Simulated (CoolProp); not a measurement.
Values from CoolProp's reference Helmholtz-energy equation of state, Fiedler 2023.

Problem. Give the vapour pressure (MPa), enthalpy of vaporisation (kJ/kg), vapour Z of saturated tetrahydrofuran at 267.9 K.

Solution. 
```
T (K)  p (MPa)  enthalpy of vaporisation (kJ/kg)  vapour Z
-----  -------  --------------------------------  --------
267.9  0.00479                               467     0.997
```
